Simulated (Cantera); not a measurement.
Input (Python, Cantera):

```python
import numpy as np
import cantera as ct

gas = ct.Solution("h2o2.yaml")
gas.TPX = 425, 900000, {'H2': 1, 'O2': 0.455, 'N2': 1.71}
flame = ct.FreeFlame(gas, width=0.0086)
flame.set_refine_criteria(ratio=3, slope=0.08, curve=0.16)
flame.transport_model = "mixture-averaged"
flame.solve(loglevel=0, auto=True)
flame.transport_model = "multicomponent"
flame.soret_enabled = True
flame.solve(loglevel=0, refine_grid=True)
z, T = flame.grid, flame.T
thick = (T[-1] - T[0]) / np.gradient(T, z).max()
show = ['H2', 'O2', 'O', 'OH', 'H2O', 'HO2']
print(f"laminar burning velocity  {flame.velocity[0] * 100:.3f} cm/s")
print(f"burnt temperature         {T[-1]:.1f} K")
print(f"thermal thickness         {thick * 1e3:.4f} mm")
print(f"grid points               {len(z)}")
z0 = z[flame.heat_release_rate.argmax()]
print(f"{'z/mm':>9s}{'T/K':>9s}{'u/(m/s)':>9s}" + "".join(f"{s:>11s}" for s in show))
rows = []
for k in (-3, -2, -1.5, -1, -0.5, -0.25, 0, 0.25, 0.5, 1, 2, 4, 8):
    zz = z0 + k * thick
    rows.append([k * thick, np.interp(zz, z, T), np.interp(zz, z, flame.velocity),
                 *(np.interp(zz, z, flame.X[gas.species_index(s)]) for s in show)])
    print(f"{rows[-1][0] * 1e3:9.3f}{rows[-1][1]:9.1f}{rows[-1][2]:9.3f}" + "".join(f"{x:11.3e}" for x in rows[-1][3:]))
```

It prints:

```
laminar burning velocity  319.326 cm/s
burnt temperature         2537.4 K
thermal thickness         0.0260 mm
grid points               111
     z/mm      T/K  u/(m/s)         H2         O2          O         OH        H2O        HO2
   -0.078    425.0    3.192  3.157e-01  1.438e-01  1.778e-10  1.517e-12  1.491e-07  3.737e-09
   -0.052    425.1    3.190  3.149e-01  1.440e-01  1.762e-09  1.557e-11  1.580e-06  4.429e-08
   -0.039    425.5    3.183  3.127e-01  1.445e-01  1.013e-08  1.227e-10  1.046e-05  3.379e-07
   -0.026    429.4    3.167  3.017e-01  1.468e-01  1.127e-07  5.562e-09  1.506e-04  5.995e-06
   -0.013    525.5    3.625  2.450e-01  1.554e-01  6.965e-06  2.109e-05  7.746e-03  5.124e-04
   -0.007    900.2    6.003  1.955e-01  1.411e-01  2.451e-04  9.327e-04  5.022e-02  1.389e-03
    0.000   1398.8    9.221  1.373e-01  1.007e-01  1.967e-03  2.962e-03  1.328e-01  6.467e-04
    0.007   1737.7   11.417  8.638e-02  5.773e-02  4.040e-03  6.970e-03  2.096e-01  2.930e-04
    0.013   1928.8   12.647  5.970e-02  3.280e-02  4.716e-03  1.084e-02  2.521e-01  1.397e-04
    0.026   2118.1   13.821  4.415e-02  1.654e-02  4.195e-03  1.388e-02  2.816e-01  5.476e-05
    0.052   2277.1   14.753  3.771e-02  1.014e-02  2.613e-03  1.314e-02  2.987e-01  2.467e-05
    0.104   2393.5   15.403  3.221e-02  6.394e-03  1.351e-03  1.061e-02  3.122e-01  1.115e-05
    0.208   2467.5   15.800  2.742e-02  3.848e-03  6.808e-04  8.085e-03  3.222e-01  4.942e-06
```

Cantera simulation using the H2/O2 subset of GRI-Mech 3.0, which has no nitrogen chemistry; the numbers are that mechanism's predictions, not measurements. The hydrogen kinetics of GRI-Mech 3.0 are dated; newer H2 mechanisms differ, most at raised pressure. Burning velocities carry a grid error of a few per cent, more on coarse grids.
